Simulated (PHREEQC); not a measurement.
## Buffer: speciation

Make-up at 88 °C: 0.23 mol/kgw H3PO4, 0.0025 mol/kgw KOH and 0.0015 mol/kgw NaCl. Closed to the air; pH follows from the charge balance.

Model: ion-association model, phreeqc.dat, run in PHREEQC.

```
Property                      Result
--------------------  --------------
pH                              1.58
ionic strength        0.0348 mol/kgw
specific conductance     29500 µS/cm
total alkalinity         -228 meq/kg
```

```
species  molality  activity   log γ
-------  --------  --------  ------
H3PO4       0.197     0.198   0.003
H2PO4-     0.0333    0.0276  -0.081
H+         0.0308    0.0262  -0.069
K+        0.00250   0.00204  -0.088
Cl-       0.00150   0.00123  -0.088
Na+       0.00150   0.00124  -0.083
HPO4-2    1.87e-7   8.75e-8  -0.330
```

Precipitation was switched off in this run. At this temperature some constants are extrapolated from 25 °C, and those without enthalpy data are left unchanged.
